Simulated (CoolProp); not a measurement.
Saturation properties of octamethyltrisiloxane (MDM) (Tc = 292.2 °C, pc = 1438 kPa, ω = 0.528).

The numbers come from the reference Helmholtz-energy equation of state, Thol 2017 in CoolProp.

```tsv
T (°C)	p (kPa)	vapour density (kg/m³)	enthalpy of vaporisation (kJ/kg)	liquid cp (kJ/(kg K))
74.15	7.053	0.5838	185.1	1.903
89.35	13.31	1.062	179.1	1.942
104.45	23.43	1.811	173.1	1.982
119.65	39.14	2.945	166.8	2.022
134.85	62.28	4.583	160.4	2.063
150.05	95.04	6.877	153.7	2.105
165.15	139.5	9.988	146.7	2.149
180.35	198.9	14.19	139.1	2.195
195.55	275.8	19.76	131.1	2.244
210.65	372.8	27.09	122.3	2.299
225.85	494.6	36.89	112.4	2.366
241.05	644.4	50.21	101.0	2.452
256.25	827.3	69.13	87.39	2.585
```

It boils at 152.5 °C under 1 atm.
